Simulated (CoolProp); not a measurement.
Vapour-liquid equilibrium of R22 (1) + R123 (2) at 224.4 K; x and y are mole fractions of (1).

Computed with CoolProp (multi-fluid Helmholtz-energy mixture model, Kamei 1995 and Younglove 1994; pair parameters Bell 2016).

### Question
Give the bubble pressure and the first vapour's composition at x = 0.125, 0.2, 0.35. Is there an azeotrope?

### Answer
x = 0.125: 0.01037 MPa, y = 0.836; x = 0.2: 0.01580 MPa, y = 0.901; x = 0.35: 0.02673 MPa, y = 0.952. No azeotrope shows between x = 0.05 and 0.95.

Pair parameters are fitted to limited data, so mixtures are less certain than the pure fluids. The gap from Raoult's law changes sign with composition, which may be real or a fault of the pair parameters; it wasn't checked against measurements.
